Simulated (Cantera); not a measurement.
A diamond (100) surface in a fixed gas of H2 with x(CH4) = 0.023, x(H) = 0.012, x(CH3) = 0.00018, 10.5 Torr; coverages are run to steady state.

Detailed kinetics in Cantera: the Harris–Goodwin 1993 mechanism for the reconstructed diamond (100) surface.

One state of this run: growth (µm/h) = 0.537; θ c6HH = 0.408; θ c6H* = 0.0438; θ c6*H = 0.510; θ c6** = 0.0376; θ c6HM = 0.000311. θ: site fractions in the mechanism's names (c6HH fully hydrogenated, c6H* and c6*H radical sites, c6** diradical, c6HM methylated).

**Question.** Which value of T (K) does it belong to?
A) 1250
B) 1300
C) 1050
D) 1100

**Answer.** A, 1250
